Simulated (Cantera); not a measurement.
# Ignition delay

Mixture: 6.65 % C₃H₈, 19.5 % O₂, 73.8 % N₂, at 1500000 Pa, adiabatic and at constant volume. Ignition delay is the time to a rise of 400 K.

Cantera simulation using GRI-Mech 3.0 (53 species, 325 reactions); the numbers are that mechanism's predictions, not measurements. GRI-Mech 3.0 was tuned for natural gas; its chemistry of propane as a main component is partial and can be far from experiment. The pressure lies above the range GRI-Mech 3.0 was tuned for (to about 10 atm).

```json
[
 {"T0 (K)": "1275", "delay (ms)": "0.341"},
 {"T0 (K)": "1350", "delay (ms)": "0.103"},
 {"T0 (K)": "1425", "delay (ms)": "0.0357"},
 {"T0 (K)": "1500", "delay (ms)": "0.0145"},
 {"T0 (K)": "1575", "delay (ms)": "0.00677"}
]
```

```yaml
apparent activation energy between 1425 and 1575 K: 210 kJ/mol
```
